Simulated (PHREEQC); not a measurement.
A solution holds 0.023 mol/kgw TMAH, 0.000375 mol/kgw NaAlO2 and 0.064 mol/kgw Na2CO3, at 25 °C. Closed to the air; pH follows from the charge balance.

Equilibrium calculation in PHREEQC: ion-association model, phreeqc.dat.

```yaml
pH: 12.22
ionic_strength: 0.166 mol/kgw
total_alkalinity: 152 meq/kg
```

```tsv
species	molality	activity	log γ
Na+	0.103	0.0784	-0.121
CO3-2	0.0389	0.0128	-0.482
NaCO3-	0.0248	0.0187	-0.122
OH-	0.0232	0.0168	-0.141
(CH3)4N+	0.0230	0.0169	-0.135
Al(OH)4-	0.000375	0.000278	-0.130
HCO3-	0.000217	0.000165	-0.121
NaHCO3	6.99e-6	7.26e-6	0.017
```

No solid was allowed to form. Complexes and solids missing from the database can't appear. (CH3)4N+ isn't in the database: it is added as a free cation with an ion size of 4 Å.
